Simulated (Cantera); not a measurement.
A closed system holds: 1 mol SiH4, 16 mol N2, 0.34 mol H2, 0.78 mol NH3, at 1000 K and 8500 Pa.

These are equilibrium values from Cantera (NASA tables, ideal gas, pure condensed phases), not measurements of a reactor. Candidate condensed phases: Si, Si3N4; 18 gas species. Equilibrium is a limit: real reactors are often held back by kinetics, nucleation or transport.

What is the equilibrium state?


```json
{
 "x(N2)": "0.818",
 "x(H2)": "0.182",
 "x(NH3)": "3.49e-6",
 "n(Si3N4(s))": "0.333 mol",
 "gas_amount": "19.23 mol",
 "log10 activity of Si(s) (absent)": "-6.42"
}
```
